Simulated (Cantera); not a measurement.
A Cantera script and its output.

```python
import numpy as np
import cantera as ct

gas = ct.Solution("h2o2.yaml")
gas.TPX = 625, 83000, {'H2': 1, 'O2': 0.417, 'N2': 1.57}
flame = ct.FreeFlame(gas, width=0.046)
flame.set_refine_criteria(ratio=3, slope=0.08, curve=0.16)
flame.transport_model = "mixture-averaged"
flame.solve(loglevel=0, auto=True)
flame.transport_model = "multicomponent"
flame.soret_enabled = True
flame.solve(loglevel=0, refine_grid=True)
z, T = flame.grid, flame.T
thick = (T[-1] - T[0]) / np.gradient(T, z).max()
show = ['H2', 'O2', 'H', 'H2O', 'OH', 'O']
print(f"laminar burning velocity  {flame.velocity[0] * 100:.3f} cm/s")
print(f"burnt temperature         {T[-1]:.1f} K")
print(f"thermal thickness         {thick * 1e3:.4f} mm")
print(f"grid points               {len(z)}")
z0 = z[flame.heat_release_rate.argmax()]
print(f"{'z/mm':>9s}{'T/K':>9s}{'u/(m/s)':>9s}" + "".join(f"{s:>11s}" for s in show))
rows = []
for k in (-3, -2, -1.5, -1, -0.5, -0.25, 0, 0.25, 0.5, 1, 2, 4, 8):
    zz = z0 + k * thick
    rows.append([k * thick, np.interp(zz, z, T), np.interp(zz, z, flame.velocity),
                 *(np.interp(zz, z, flame.X[gas.species_index(s)]) for s in show)])
    print(f"{rows[-1][0] * 1e3:9.3f}{rows[-1][1]:9.1f}{rows[-1][2]:9.3f}" + "".join(f"{x:11.3e}" for x in rows[-1][3:]))
```

Output:

```
laminar burning velocity  820.339 cm/s
burnt temperature         2546.2 K
thermal thickness         0.5952 mm
grid points               134
     z/mm      T/K  u/(m/s)         H2         O2          H        H2O         OH          O
   -1.786    625.0    8.203  3.348e-01  1.396e-01  7.173e-17  1.156e-14  6.861e-19  1.498e-17
   -1.190    625.0    8.203  3.348e-01  1.396e-01  5.561e-13  4.805e-12  2.056e-15  4.087e-14
   -0.893    625.0    8.203  3.348e-01  1.396e-01  1.831e-10  4.346e-10  4.539e-13  7.841e-12
   -0.595    625.0    8.203  3.347e-01  1.396e-01  8.236e-08  9.146e-08  2.844e-10  2.163e-09
   -0.298    635.5    8.284  3.292e-01  1.403e-01  1.845e-04  5.307e-04  3.869e-05  7.584e-06
   -0.149    804.3   10.219  2.959e-01  1.370e-01  6.575e-03  1.559e-02  6.603e-04  3.183e-04
    0.000   1245.7   15.350  1.804e-01  9.181e-02  4.861e-02  1.101e-01  3.954e-03  6.107e-03
    0.149   1564.1   19.082  8.565e-02  3.175e-02  7.857e-02  2.166e-01  1.041e-02  1.164e-02
    0.298   1707.6   20.695  7.227e-02  1.923e-02  7.464e-02  2.393e-01  1.350e-02  1.162e-02
    0.595   1860.4   22.334  7.324e-02  1.531e-02  6.161e-02  2.491e-01  1.581e-02  1.017e-02
    1.190   2023.7   24.018  7.430e-02  1.211e-02  4.728e-02  2.598e-01  1.720e-02  7.985e-03
    2.381   2183.4   25.601  7.343e-02  8.893e-03  3.415e-02  2.723e-01  1.719e-02  5.610e-03
    4.762   2327.0   26.976  7.104e-02  5.916e-03  2.329e-02  2.856e-01  1.562e-02  3.484e-03
```

Cantera simulation using the H2/O2 subset of GRI-Mech 3.0, which has no nitrogen chemistry; the numbers are that mechanism's predictions, not measurements. Burning velocities carry a grid error of a few per cent, more on coarse grids.
